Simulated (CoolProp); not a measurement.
Isobutene at several states: fugacity coefficient from the reference equation and from simpler models built on Tc = 418.1 K, pc = 4016 kPa, ω = 0.193; each cubic takes its own stable root.

Computed with CoolProp (reference Helmholtz-energy equation of state, Lemmon 2005). It is a short technical equation, of lower accuracy than the large ones.

| T (K) | p (kPa) | phase | reference | van der Waals | Soave-Redlich-Kwong |
|---|---|---|---|---|---|
| 501.7 | 2500 | gas | ___ | ___ | ___ |
| 398.3 | 238 | gas | 0.9760 | 0.9803 | 0.9765 |
| 444.4 | 714 | gas | ___ | ___ | ___ |

Problem. Complete the blanks.

Solution. 
- 501.7, reference: 0.8858
- 501.7, van der Waals: 0.8843
- 501.7, Soave-Redlich-Kwong: 0.8911
- 444.4, reference: 0.9499
- 444.4, van der Waals: 0.9547
- 444.4, Soave-Redlich-Kwong: 0.9510
